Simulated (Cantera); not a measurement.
Input (Python, Cantera) and output of one run.

```python
import numpy as np
import cantera as ct

gas_names = """
    Electron H H+ H- HI HO2 H2 H2+ H2- H2O H2O+ H2O2 H3O+ I I2 O O+ O- OH OH+ OH- O2 O2+ O2- O3
""".split()
cond_names = """
    H2O(s) H2O(L) I2(cr) I2(L)
""".split()


# ... load() reads the species with a 1 bar reference pressure and builds the phases ...
atoms = {
    'HI': {'H': 1, 'I': 1},
    'O2': {'O': 2},
    'H2': {'H': 2},
}
top_T = {}  # K; cautious upper limits of use, not melting points


# ... equilibrate(T, P, feed) seeds the gas with the atoms and calls Mixture.equilibrate('TP', solver="vcs", rtol=1e-11, max_steps=5000) ...
results = []
feed = {'HI': 1, 'O2': 3.1, 'H2': 17}  # mol
P = 4900000  # Pa
for T in [2000, 2500, 3000, 3500, 4000, 4500, 5000]:
    mix = equilibrate(T, P, feed)
    results.append((T, P, feed, dict(zip(mix.species_names, mix.species_moles))))

top = {s: max(r[3][s] / sum(r[3][g] for g in gas_names) for r in results) for s in gas_names}
cols = sorted((s for s in top if top[s] > 0.001), key=lambda s: -top[s])[:5]
seen = [c for c in cond_names if any(r[3].get(c, 0) > 1e-12 for r in results)]
print("log10 of partial pressures in bar; condensed amounts in mol")
print(f"{'T/K':>10s}" + "".join(f"{s[:9]:>10s}" for s in cols + seen))
for T, P, feed, n in results:
    ng = sum(n[g] for g in gas_names)
    print(f"{T:10.4g}" + "".join(f"{np.log10(max(n[s] / ng * P / 1e5, 1e-99)):10.3f}" for s in cols)
          + "".join(f"{n.get(c, 0):10.4g}" for c in seen))
```

Output:

```
log10 of partial pressures in bar; condensed amounts in mol
       T/K        H2         H       H2O        OH         O
      2000     1.470    -2.054     1.224    -3.300    -6.960
      2500     1.471    -0.864     1.221    -1.798    -4.314
      3000     1.464    -0.070     1.211    -0.801    -2.548
      3500     1.439     0.491     1.176    -0.109    -1.292
      4000     1.384     0.895     1.073     0.350    -0.390
      4500     1.286     1.182     0.835     0.577     0.211
      5000     1.128     1.372     0.427     0.579     0.553
```

Method: chemical equilibrium by Gibbs-energy minimisation in Cantera with the NASA 1993 tables (ideal gas, pure condensed phases). The ideal-gas law is rough above about 30 bar.
